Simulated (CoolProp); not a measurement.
A simple Rankine cycle with isobutene: condensing at 323.15 K, boiler at 1.47 MPa, turbine inlet 512 K, turbine efficiency 0.9, pump efficiency 0.6, no recuperator. Each further row changes one setting.

Model: reference Helmholtz-energy equation of state, Lemmon 2005, in CoolProp. It is a short technical equation, of lower accuracy than the large ones.

```json
[
 {"case": "as stated", "thermal efficiency (%)": "7.4", "net work (kJ/kg)": "52.8", "heat in (kJ/kg)": "717", "turbine exit temperature (K)": "484.0", "volume ratio over the turbine": "2.36"},
 {"case": "turbine inlet 532 K", "thermal efficiency (%)": "(withheld)", "net work (kJ/kg)": "55.4", "heat in (kJ/kg)": "767", "turbine exit temperature (K)": "504.0", "volume ratio over the turbine": "2.35"},
 {"case": "condensing temperature 315.15 K", "thermal efficiency (%)": "8.9", "net work (kJ/kg)": "65.4", "heat in (kJ/kg)": "(withheld)", "turbine exit temperature (K)": "477.7", "volume ratio over the turbine": "2.88"},
 {"case": "boiler pressure 1.03 MPa", "thermal efficiency (%)": "(withheld)", "net work (kJ/kg)": "(withheld)", "heat in (kJ/kg)": "724", "turbine exit temperature (K)": "495.6", "volume ratio over the turbine": "1.66"},
 {"case": "turbine efficiency 0.8", "thermal efficiency (%)": "6.5", "net work (kJ/kg)": "46.6", "heat in (kJ/kg)": "717", "turbine exit temperature (K)": "(withheld)", "volume ratio over the turbine": "2.37"}
]
```

Some entries are withheld; supply them.


- turbine inlet 532 K, thermal efficiency (%): 7.2
- condensing temperature 315.15 K, heat in (kJ/kg): 737
- boiler pressure 1.03 MPa, thermal efficiency (%): 4.5
- boiler pressure 1.03 MPa, net work (kJ/kg): 32.5
- turbine efficiency 0.8, turbine exit temperature (K): 486.7
